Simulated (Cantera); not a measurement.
Standard-state values (1 bar) from the NASA 1993 polynomials, evaluated with Cantera. Values are per mole of reaction as written; species without (g) are pure solids or liquids, kept so even where they would boil at 1 bar.

2 H(g) + SrCl2 = 2 HCl(g) + Sr

```
T (K)  ΔH° (kJ)  ΔS° (J/K)  ΔG° (kJ)  log10 K
-----  --------  ---------  --------  -------
1425      145.8        9.3     132.6    -4.86
1525        [?]        [?]       [?]      [?]
1625      137.6        3.9     131.2    -4.22
1725        [?]        [?]       [?]      [?]
1825      129.7       -0.7     130.9    -3.75
1925      125.9       -2.7     131.1    -3.56
2025      122.1       -4.6     131.5    -3.39
```

Problem. Some entries are withheld; supply them.

Solution. 
- 1525, ΔH° (kJ): 141.7
- 1525, ΔS° (J/K): 6.5
- 1525, ΔG° (kJ): 131.8
- 1525, log10 K: -4.51
- 1725, ΔH° (kJ): 133.7
- 1725, ΔS° (J/K): 1.6
- 1725, ΔG° (kJ): 131.0
- 1725, log10 K: -3.97
